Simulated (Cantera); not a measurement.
Feed: 1 mol SiCl4, 32 mol H2, equilibrated at 1350 K and 1.00 bar.

Method: chemical equilibrium by Gibbs-energy minimisation in Cantera with the NASA 1993 tables (ideal gas, pure condensed phases). Candidate condensed phases: Si; 19 gas species. The tables' values for SiCl3 are old estimates; treat these amounts as uncertain. Equilibrium is a limit: real reactors are often held back by kinetics, nucleation or transport.

Base state: H2 0.925, HCl 0.0509, SiCl2 0.00786, SiHCl3 0.00611, SiCl4 0.00586, SiCl3 0.00304, SiH2Cl2 0.000928, SiH3Cl 4.01e-5 (mole fractions); condensed: Si(s).

### Question
What changes in the equilibrium state with this change: SiCl4 replaced by Si2Cl6?

### Answer
```
species       before    after
----------  --------  -------
H2             0.925    0.901
HCl           0.0509   0.0595
SiCl4        0.00586   0.0116
SiHCl3       0.00611   0.0100
SiCl2        0.00786   0.0110
SiCl3        0.00304  0.00506
SiH2Cl2     0.000928  0.00127
Si(s), mol     0.201    0.667
```
The feed counts by its element totals alone.

### Question
What changes in the equilibrium state with this change: temperature from 1350 K to 1623.15 K?

### Answer
```csv
species,before,after
H2,0.925,0.907
HCl,0.0509,0.0705
SiCl2,0.00786,0.0191
H,2.29e-6,6.59e-5
SiCl4,0.00586,0.000352
"Si(s), mol",0.201,0.248
```
